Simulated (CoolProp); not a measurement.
Model: reference Helmholtz-energy equation of state, Schmidt 1985, in CoolProp.

Task: Give the vapour pressure (bar), liquid density (kg/m³), vapour Z of saturated oxygen at -158.75, -149.15 °C.

Result: 
| T (°C) | p (bar) | liquid density (kg/m³) | vapour Z |
|---|---|---|---|
| -158.75 | 7.27 | 1010 | 0.869 |
| -149.15 | 12.8 | 947 | 0.806 |
